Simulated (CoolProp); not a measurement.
A simple Rankine cycle with R1233zd(E): condensing at 317.15 K, boiler at 1.95 MPa, turbine inlet 409.2 K, turbine efficiency 0.85, pump efficiency 0.6, no recuperator. Each further row changes one setting.

Computed with CoolProp (reference Helmholtz-energy equation of state, Akasaka 2022).

```
case                             thermal efficiency (%)  net work (kJ/kg)  heat in (kJ/kg)  turbine exit temperature (K)  volume ratio over the turbine
-------------------------------  ----------------------  ----------------  ---------------  ----------------------------  -----------------------------
as stated                                          13.8              32.2              234                         341.2                           9.24
turbine inlet 429.2 K                              13.9              35.9              259                         364.6                           8.61
condensing temperature 309.15 K                     ___               ___              ___                         335.0                            ___
boiler pressure 1.36 MPa                           12.0              29.7              ___                         358.6                            ___
turbine efficiency 0.75                            12.0              28.1              234                         345.8                           9.39
```

What belongs in the gaps?


- condensing temperature 309.15 K, thermal efficiency (%): 15.0
- condensing temperature 309.15 K, net work (kJ/kg): 36.5
- condensing temperature 309.15 K, heat in (kJ/kg): 244
- condensing temperature 309.15 K, volume ratio over the turbine: 11.8
- boiler pressure 1.36 MPa, heat in (kJ/kg): 247
- boiler pressure 1.36 MPa, volume ratio over the turbine: 5.78
